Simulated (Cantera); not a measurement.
Charge: 1 mol Si₂Cl₆, 1.4 mol HCl, 27 mol H₂, held at 78.0 mbar.

Method: chemical equilibrium by Gibbs-energy minimisation in Cantera with the NASA 1993 tables (ideal gas, pure condensed phases). Candidate condensed phases: Si; 19 gas species. The feed counts by its element totals alone. The tables' values for SiCl₃, SiCl are old estimates; treat these amounts as uncertain. Gases not in the tables: Si₂H₆ and higher silanes. Equilibrium is a limit: real reactors are often held back by kinetics, nucleation or transport.

log p: log10 of the partial pressure in bar; n: condensed amount in mol.

```tsv
T (K)	log p H₂	log p HCl	log p SiCl₂	log p SiCl₄	log p SiHCl₃	n Si(s)	n Si(l)
850	-1.14	-3.50	-5.78	-2.43	-2.85	[?]	0
1000	-1.14	-2.85	-4.33	-2.46	-2.90	[?]	0
1150	-1.16	-2.41	-3.33	-2.58	-3.02	[?]	0
1300	-1.18	-2.15	-2.70	-2.96	-3.32	[?]	0
1450	-1.19	-2.06	-2.44	-3.72	-3.92	[?]	0
1600	-1.19	-2.05	-2.37	-4.61	-4.59	[?]	0
1750	-1.19	-2.04	-2.36	-5.38	-5.19	[?]	0.178
```

What belongs in the gaps?


- 850, n Si(s): 0.0370
- 1000, n Si(s): 0.138
- 1150, n Si(s): 0.298
- 1300, n Si(s): 0.339
- 1450, n Si(s): 0.238
- 1600, n Si(s): 0.161
- 1750, n Si(s): 0
